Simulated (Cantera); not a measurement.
Input: 1 mol AlN, 3.7 mol HCl, 3.4 mol N2, equilibrated at 1048 K and 0.270 Torr.

Cantera equilibrium calculation (NASA polynomials, part measured and part estimated; ideal gas, pure solids and liquids). Candidate condensed phases: Al, AlCl3, AlN, NH4Cl; 20 gas species. The tables' values for AlCl2 are old estimates; treat these amounts as uncertain. Equilibrium is a limit: real reactors are often held back by kinetics, nucleation or transport.

Base state: N2 0.549, H2 0.211, AlCl3 0.141, HCl 0.0987, AlCl2 6.32e-5 (mole fractions); condensed: gas only.

Question: What changes in the equilibrium state with this change: AlN replaced by BN?

Answer: 
| species | before | after |
|---|---|---|
| HCl | 0.0987 | 0.514 |
| N2 | 0.549 | 0.480 |
| H2 | 0.211 | 0.00365 |
| AlCl3 | 0.141 | 0 |
| BCl3 | 0 | 0.00243 |
| AlCl2 | 6.32e-5 | 0 |
| BN(s), mol | 0 | 0.983 |
Gases not in the tables: BHCl2. Further candidate phases: B, BN.
